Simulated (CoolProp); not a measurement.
The numbers come from the reference Helmholtz-energy equation of state, Smukala 2000 in CoolProp.

Problem. Give the vapour pressure (MPa), enthalpy of vaporisation (kJ/kg), vapour Z of saturated ethylene at 165.8, 207.8 K.

Solution. 
```tsv
T (K)	p (MPa)	enthalpy of vaporisation (kJ/kg)	vapour Z
165.8	0.0817	488	0.972
207.8	0.619	417	0.882
```
